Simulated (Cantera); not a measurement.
Input: 1 mol Ta, 2.5 mol CH4, 100 mol H2, at 1075 °C and 6.20 mbar.

Cantera equilibrium calculation (NASA polynomials, part measured and part estimated; ideal gas, pure solids and liquids). Candidate condensed phases: C, C6H6, C7H8, C8H18, Ta, TaC; 77 gas species. TaC: taken at fixed stoichiometry. Condensed phases not in the tables: Ta2C. The numbers say what is thermodynamically allowed, not how fast it happens.

Base state: H2 1.000, CH4 3.61e-5, H 2.94e-5 (mole fractions); condensed: C(graphite) + TaC(s).

### Question
What changes in the equilibrium state with this change: 0.13 mol O2 added?

### Answer
```tsv
species	before	after
H2	1.000	0.997
CO	0	0.00247
CH4	3.61e-5	3.60e-5
H	2.94e-5	2.94e-5
C(graphite), mol	1.50	1.24
TaC(s), mol	1.00	1.00
```
Further candidate phases: H2O, Ta2O5.
